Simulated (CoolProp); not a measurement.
A closed Brayton cycle with carbon dioxide: compressor inlet 309.15 K and 7.6 MPa, high pressure 20.6 MPa, turbine inlet 765 K, compressor efficiency 0.85, turbine efficiency 0.9, recuperator effectiveness 0.95 (on enthalpy, no pinch check). Each further row changes one setting.

Values from CoolProp's reference Helmholtz-energy equation of state, Span 1996.

```tsv
case	thermal efficiency (%)	net work (kJ/kg)	compressor to turbine work	compressor exit (K)	turbine exit (K)
as stated	34.8	79.5	0.34	380.1	651.6
turbine inlet 715 K	32.5	70.3	0.36	380.1	605.8
compressor inlet 319.15 K	[?]	69.6	[?]	[?]	651.6
high pressure 17.5 MPa	[?]	[?]	0.32	368.3	669.7
recuperator effectiveness 0.5	21.6	79.5	0.34	380.1	651.6
```

Problem. What belongs in the gaps?

Solution. 
- compressor inlet 319.15 K, thermal efficiency (%): 33.3
- compressor inlet 319.15 K, compressor to turbine work: 0.42
- compressor inlet 319.15 K, compressor exit (K): 402.6
- high pressure 17.5 MPa, thermal efficiency (%): 33.9
- high pressure 17.5 MPa, net work (kJ/kg): 69.3
